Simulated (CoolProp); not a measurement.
A single-stage vapour-compression cycle with C3F8 (R218): evaporating at 200.15 K (dew point), condensing at 221.15 K (bubble point), superheat 0 K, subcooling 8 K, compressor efficiency 0.75, no pressure losses. Each further row changes one setting.

Model: reference Helmholtz-energy equation of state, Lemmon 2006, in CoolProp. It is a short technical equation, of lower accuracy than the large ones.

```
case                              cooling COP  pressure ratio  discharge temperature (K)  refrigerating effect (kJ/kg)  volumetric capacity (kJ/m³)
--------------------------------  -----------  --------------  -------------------------  ----------------------------  ---------------------------
as stated                                6.96            3.50                      225.0                           105                          166
evaporating temperature 205.15 K         9.58            2.53                      223.7                           108                          232
condensing temperature 216.15 K          9.35            2.67                      219.5                           110                          173
subcooling 13 K                          7.27            3.50                      225.0                           110                          173
superheat 10 K                           7.01            3.50                      235.3                           112                          167
compressor efficiency 0.65               6.03            3.50                      228.4                           105                          166
```
